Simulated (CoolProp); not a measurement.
100 sccm (0 °C, 1 atm) of nitrogen bubbles through liquid R245ca at 280.1 K and leaves saturated at a total pressure of 0.15 MPa (ideal gas phase). Each further row changes one setting.

Model: reference Helmholtz-energy equation of state, Zhou 2016, in CoolProp.

```tsv
case	vapour pressure (kPa)	mole fraction of vapour	delivery (mg/min)	delivery (sccm)	change of delivery for a bath 1 K warmer (%)
as stated	47.2	0.314	274	45.9	6.9
bath temperature 285.1 K	…	…	…	64.5	7.4
total pressure 0.3 MPa	47.2	0.157	112	18.7	5.5
```

Question: Complete the blanks.

Answer: 
- bath temperature 285.1 K, vapour pressure (kPa): 58.8
- bath temperature 285.1 K, mole fraction of vapour: 0.392
- bath temperature 285.1 K, delivery (mg/min): 386
